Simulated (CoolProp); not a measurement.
Properties of cis-2-butene along the isobar 1.63 MPa.

Values from CoolProp's reference Helmholtz-energy equation of state, Lemmon 2005. It is a short technical equation, of lower accuracy than the large ones.

```csv
T (K),phase,cv (kJ/(kg K)),Joule-Thomson coefficient (K/MPa),expansivity (1/kK)
394.3,gas,[?],16.55,5.937
400.2,gas,1.800,15.36,5.467
406.2,gas,[?],14.30,5.079
412.2,gas,1.824,13.38,4.756
418.2,gas,1.839,12.56,[?]
424.1,gas,1.854,11.83,4.250
430.1,gas,1.870,11.17,4.043
436.1,gas,[?],10.56,3.862
442,gas,1.904,10.02,3.703
448,gas,1.922,9.519,3.557
454,gas,1.940,9.055,3.426
460,gas,1.958,8.629,3.307
465.9,gas,1.976,[?],3.200
471.9,gas,1.995,7.873,3.100
477.9,gas,2.014,7.533,[?]
```

**Question.** Complete the blanks.

**Answer.** 
- 394.3, cv (kJ/(kg K)): 1.791
- 406.2, cv (kJ/(kg K)): 1.811
- 418.2, expansivity (1/kK): 4.482
- 436.1, cv (kJ/(kg K)): 1.887
- 465.9, Joule-Thomson coefficient (K/MPa): 8.240
- 477.9, expansivity (1/kK): 3.008
